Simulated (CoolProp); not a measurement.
Vapour-liquid equilibrium of chloromethane (R40) (1) + isobutene (2) at 1.9 bar; x and y are mole fractions of (1).

The numbers come from the multi-fluid Helmholtz-energy mixture model, Thol 2014 and Lemmon 2005; pair parameters Bell 2016 in CoolProp.

```
x     bubble temperature, mixture model (K)  bubble temperature, Raoult's law (K)  y, mixture model  y, Raoult's law
----  -------------------------------------  ------------------------------------  ----------------  ---------------
0.05                                  281.3                                 282.1             0.109            0.092
0.15                                  278.0                                 279.6             0.281            0.255
0.25                                  275.3                                 277.3             0.413            0.394
0.35                                  273.2                                 275.2             0.519            0.513
0.45                                  271.4                                 273.2             0.609            0.616
0.55                                  269.8                                 271.4             0.689            0.706
0.65                                  268.5                                 269.8             0.763            0.785
0.75                                  267.3                                 268.2             0.833            0.856
0.85                                  266.1                                 266.7             0.900            0.918
0.95                                  265.1                                 265.3             0.967            0.974
```

The largest gap from Raoult's law is -2.0 K in bubble temperature, at x = 0.35. No azeotrope shows between x = 0.05 and 0.95.

Pair parameters are fitted to limited data, so mixtures are less certain than the pure fluids.
